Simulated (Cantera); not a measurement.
## Reactions in the system N-O-Zr

Source: NASA polynomial tables (part measured, part estimated), evaluated in Cantera. Values are per mole of reaction as written; species without (g) are pure solids or liquids, kept so even where they would boil at 1 bar. ZrN: taken at fixed stoichiometry.

ZrO₂ + NO(g) → O₃(g) + ZrN

```tsv
T (K)	ΔH° (kJ)	ΔS° (J/K)	ΔG° (kJ)	log10 K	condensed phases
723	781.2	13.2	771.7	-55.75	ZrO₂(monoclinic), ZrN(s)
923	780.9	12.8	769.1	-43.52	ZrO₂(monoclinic), ZrN(s)
1123	780.6	12.5	766.5	-35.65	ZrO₂(monoclinic), ZrN(s)
1323	780.2	12.2	764.1	-30.17	ZrO₂(monoclinic), ZrN(s)
1523	774.2	8.1	761.8	-26.13	ZrO₂(tetragonal), ZrN(s)
1723	775.8	9.1	760.1	-23.04	ZrO₂(tetragonal), ZrN(s)
1923	778.3	10.5	758.2	-20.59	ZrO₂(tetragonal), ZrN(s)
2123	782.0	12.3	755.9	-18.60	ZrO₂(tetragonal), ZrN(s)
2323	786.9	14.5	753.2	-16.94	ZrO₂(tetragonal), ZrN(s)
2523	793.0	17.0	750.1	-15.53	ZrO₂(tetragonal), ZrN(s)
```

4 ZrO₂(g) + 2 N₂O(g) → 4 ZrN + 5 O₂(g)

```
T (K)  ΔH° (kJ)  ΔS° (J/K)  ΔG° (kJ)  log10 K
-----  --------  ---------  --------  -------
723      -460.1     -313.2    -233.7    16.88
923      -450.7     -301.7    -172.2     9.75
1123     -440.6     -291.9    -112.9     5.25
1323     -429.7     -282.9     -55.4     2.19
1523     -417.7     -274.5       0.3    -0.01
1723     -404.6     -266.4      54.4    -1.65
1923     -390.2     -258.5     106.9    -2.90
2123     -374.6     -250.8     157.8    -3.88
2323     -357.7     -243.2     207.2    -4.66
2523     -339.4     -235.6     255.1    -5.28
```
